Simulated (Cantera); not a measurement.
An isothermal, constant-pressure homogeneous reactor starts with CH₄ : CO₂ = 1 : 0.31 (molar parts), at 1550 K and 1.80 bar. Integrator tolerance rtol = 1e-08.

Detailed kinetics in Cantera: GRI-Mech 3.0 (53 species, 325 reactions). GRI-Mech 3.0 stops at C3 and has no aromatics, soot or wall deposition, so with more carbon than oxygen in the feed, carbon stays in small species such as C2H2 where larger ones or solid carbon would form.

Task: What does this change do: pressure from 1.80 bar to 82.5 Torr?

Result: 
| quantity | before | after |
|---|---|---|
| x(CH₄) at 70.0 s | 0.102 (gas-phase equilibrium 0.102) | 0.0112 (gas-phase equilibrium 0.00967) |
| x(CO₂) at 70.0 s | 3.44e-6 (gas-phase equilibrium 5.51e-7) | 0.000567 (gas-phase equilibrium 2.39e-8) |
| x(HO₂) at 70.0 s | <1e-12 (gas-phase equilibrium <1e-12) | <1e-12 (gas-phase equilibrium <1e-12) |
| x(CH₂CO) at 70.0 s | 1.39e-6 (gas-phase equilibrium 1.39e-6) | 7.28e-7 (gas-phase equilibrium 1.03e-7) |
| x(HCO) at 70.0 s | 1.09e-8 (gas-phase equilibrium 1.09e-8) | 2.58e-9 (gas-phase equilibrium 2.64e-9) |
| x(H₂) at 70.0 s | 0.538 (gas-phase equilibrium 0.538) | 0.618 (gas-phase equilibrium 0.623) |
